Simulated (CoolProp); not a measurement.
CHF3 (R23) along the isobar 49.4 bar: Z from the reference equation and from simpler models built on Tc = 299.3 K, pc = 48.32 bar, ω = 0.263; each cubic takes its own stable root.

Model: reference Helmholtz-energy equation of state, Penoncello 2003, in CoolProp.

```tsv
T (K)	phase	reference
294.3	liquid	0.1647
312.4	supercritical	0.5743
330.5	supercritical	0.6925
348.6	supercritical	0.7620
366.7	supercritical	0.8103
384.9	supercritical	0.8465
403	supercritical	0.8744
421.1	supercritical	0.8966
439.2	supercritical	0.9146
```

Question: How far does each simpler model (van der Waals, Peng-Robinson) lie from the reference over these 9 states: mean and median of the absolute difference, and the worst?

Answer: 
- van der Waals: mean 9.8 %, median 3.2 %, worst +66.5 % at 294.3 K and 49.4 bar
- Peng-Robinson: mean 2.4 %, median 0.5 %, worst +18.0 % at 294.3 K and 49.4 bar
